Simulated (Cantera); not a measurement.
Cantera with NASA thermochemical tables; ideal gases at 1 bar, condensed phases pure. Values are per mole of reaction as written; species without (g) are pure solids or liquids, kept so even where they would boil at 1 bar.

3 O₂(g) = 2 O₃(g)

| T (K) | ΔH° (kJ) | ΔS° (J/K) | ΔG° (kJ) | log10 K |
|---|---|---|---|---|
| 300 | 283.6 | -137.5 | 324.8 | -56.56 |
| 648 | ? | ? | ? | ? |
| 748 | 284.1 | -137.5 | 387.0 | -27.02 |
| 848 | ? | ? | ? | ? |
| 948 | 285.4 | -135.9 | 414.3 | -22.83 |
| 1048 | 286.1 | -135.2 | 427.9 | -21.32 |

Task: Some entries are withheld; supply them.

Result: 
- 648, ΔH° (kJ): 283.5
- 648, ΔS° (J/K): -138.3
- 648, ΔG° (kJ): 373.2
- 648, log10 K: -30.08
- 848, ΔH° (kJ): 284.8
- 848, ΔS° (J/K): -136.7
- 848, ΔG° (kJ): 400.7
- 848, log10 K: -24.68
